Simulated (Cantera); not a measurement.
A perfectly stirred reactor is fed with CH₄ : C₂H₆ : C₃H₈ : O₂ : N₂ = 1 : 0.12 : 1.4 : 6.28 : 23.6 (molar parts), equivalence ratio 1.5, at 5.00 bar; it is adiabatic with a 425 K inlet, and is followed from long to short residence time, starting on the burning branch (τ in s: 0.47, 0.11, 0.025, 0.0059, 0.0014, 0.00032, 7.4e-05, 1.7e-05, 4e-06).

Computed with Cantera and GRI-Mech 3.0 (53 species, 325 reactions). GRI-Mech 3.0 was tuned for natural gas; its chemistry of propane as a main component is partial and can be far from experiment.

Task: What does this change do: C3H8 1.4 to 0.93 parts?

Result: 
| quantity | before | after |
|---|---|---|
| blow-out, bracketed by the residence times tried | burning at 0.320 ms, out at 74.0 µs | burning at 74.0 µs, out at 17.0 µs |
| x(CH₄) at τ = 0.470 s | 0.000126 | 4.77e-7 |
| x(C₂H₆) at τ = 0.470 s | 1.05e-8 | 1.03e-9 |
| x(C₃H₈) at τ = 0.470 s | 4.35e-8 | 8.42e-9 |
| x(CH₃) at τ = 0.470 s | 1.10e-5 | 3.41e-7 |
| x(NO) at τ = 0.470 s | 3.07e-5 | 0.000507 |
| x(CH₄) at τ = 1.40 ms | 0.00273 | 2.14e-5 |
| x(C₂H₆) at τ = 1.40 ms | 8.99e-6 | 2.47e-7 |
| x(C₃H₈) at τ = 1.40 ms | 1.12e-5 | 1.65e-6 |
| x(CH₃) at τ = 1.40 ms | 0.000549 | 2.35e-5 |
| x(NO) at τ = 1.40 ms | 4.65e-5 | 0.000499 |
